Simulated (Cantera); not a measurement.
A freely propagating, adiabatic, planar premixed flame of 45.7 % H₂, 11.4 % O₂, 42.9 % N₂, unburnt at 700 K and 0.572 atm; mixture-averaged transport, grid criteria slope 0.08 and curve 0.16, no radiation.

Detailed kinetics in Cantera: the H2/O2 subset of GRI-Mech 3.0, which has no nitrogen chemistry. Burning velocities carry a grid error of a few per cent, more on coarse grids.

**Question.** Predict: laminar burning velocity; thermal thickness; peak x(O); peak x(HO₂); peak x(OH).

**Answer.** 
```
Quantity                     Result
------------------------  ---------
laminar burning velocity  1130 cm/s
thermal thickness          0.985 mm
peak x(O)                   0.00539
peak x(HO₂)                0.000115
peak x(OH)                  0.00651
```
